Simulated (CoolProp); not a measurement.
Carbon dioxide along the isobar 8960 kPa: density (kg/m³) from the reference equation and from simpler models built on Tc = 31.0 °C, pc = 7377 kPa, ω = 0.224; each cubic takes its own stable root.

The numbers come from the reference Helmholtz-energy equation of state, Span 1996 in CoolProp.

| T (°C) | phase | reference | van der Waals | Redlich-Kwong | Soave-Redlich-Kwong | Peng-Robinson |
|---|---|---|---|---|---|---|
| -43.95 | liquid | 1152 | 731.3 | 1032 | 1066 | 1204 |
| -31.45 | liquid | 1106 | 705.8 | 984.5 | 1018 | 1151 |
| -19.05 | liquid | 1056 | 678.0 | 932.0 | 964.3 | 1090 |
| -6.65 | liquid | 1001 | 646.8 | 873.0 | 902.9 | 1019 |
| 5.85 | liquid | 936.3 | 610.5 | 804.3 | 829.6 | 934.4 |
| 18.25 | liquid | 856.1 | 566.6 | 721.0 | 738.4 | 827.5 |
| 30.75 | liquid | 732.9 | 507.2 | 605.0 | 605.5 | 669.8 |
| 43.15 | supercritical | 365.3 | 402.0 | 376.8 | 339.8 | 361.4 |
| 55.65 | supercritical | 250.2 | 267.6 | 257.1 | 242.2 | 255.2 |
| 68.05 | supercritical | 211.0 | 222.4 | 216.6 | 205.5 | 215.3 |
| 80.45 | supercritical | 187.5 | 197.1 | 192.5 | 183.1 | 191.0 |
| 92.95 | supercritical | 170.8 | 179.5 | 175.3 | 167.0 | 173.6 |
| 105.35 | supercritical | 158.1 | 166.1 | 162.3 | 154.7 | 160.4 |
| 117.85 | supercritical | 147.9 | 155.3 | 151.7 | 144.8 | 149.8 |
| 130.25 | supercritical | 139.4 | 146.3 | 142.9 | 136.5 | 140.9 |
| 142.75 | supercritical | 132.2 | 138.6 | 135.4 | 129.4 | 133.4 |
